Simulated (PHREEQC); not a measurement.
## Copper plating or etch bath: speciation

Make-up at 51 °C and 50 atm: 0.0019 mol/kgw Cu(NO3)2, 0.07 mol/kgw H2SO4 and 0.011 mol/kgw NaCl. Closed to the air; pH follows from the charge balance.

Computed with PHREEQC (ion-association model, phreeqc.dat).

Each row changes one thing in this solution. No solid was allowed to form.

```csv
case,pH,ionic strength (mol/kgw),HSO4- (mol/kgw),SO4-2 (mol/kgw),Cu+2 (mol/kgw),CuSO4 (mol/kgw),SI of Halite (NaCl)
as made,1.18,0.108,0.0582,0.0111,0.00139,0.000457,-5.76
H2SO4 from 0.07 to 0.007 mol/kgw,2.03,0.0295,0.00327,0.00331,0.00151,0.000314,-5.67
NaCl from 0.011 to 0.0165 mol/kgw,1.18,0.114,0.0580,0.0112,0.00138,0.000443,-5.41
NaCl from 0.011 to 0.11 mol/kgw,1.17,0.210,0.0548,0.0127,0.00124,0.000291,-3.81
diluted 2-fold with water,1.44,[?],0.0267,0.00800,0.000695,0.000240,[?]
```

Q: What belongs in the gaps?

A: 
- diluted 2-fold with water, ionic strength (mol/kgw): 0.0588
- diluted 2-fold with water, SI of Halite (NaCl): -6.32

Under pressure, the constants of complexes without a molar volume in the database are unreliable. Constants without temperature data keep their 25 °C values here.
